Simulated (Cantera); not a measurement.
A closed system holds: 1 mol Si3N4, 54 mol H2, 1.5 mol O2, 1 mol N2, held at 12.0 Pa.

Method: chemical equilibrium by Gibbs-energy minimisation in Cantera with the NASA 1993 tables (ideal gas, pure condensed phases). Candidate condensed phases: H2O, Si, SiO2, Si2N2O, Si3N4; 35 gas species. Mutual solubility and eutectic melting of coexisting phases are not modelled. The tables hold silica as quartz up to 1696 K and as liquid above; real silica turns to tridymite and cristobalite and melts near 1996 K. The numbers say what is thermodynamically allowed, not how fast it happens.

### Question
Which condensed phases are stable at each of these points (T (°C)): 675, 775, 875, 975, 1075, 1175, 1275, 1375, 1475?

### Answer
```
T (°C)            condensed phases  Si condensed (%)
------  --------------------------  ----------------
675     SiO2(β-quartz) + Si2N2O(s)             100.0
775     SiO2(β-quartz) + Si2N2O(s)             100.0
875     SiO2(β-quartz) + Si2N2O(s)             100.0
975     SiO2(β-quartz) + Si2N2O(s)              99.4
1075    SiO2(β-quartz) + Si2N2O(s)              77.7
1175                      gas only               0.0
1275                      gas only               0.0
1375                      gas only               0.0
1475                      gas only               0.0
```

From 675 °C to 1075 °C the condensed part is SiO2(β-quartz) + Si2N2O(s). From 1175 °C to 1475 °C nothing is condensed.
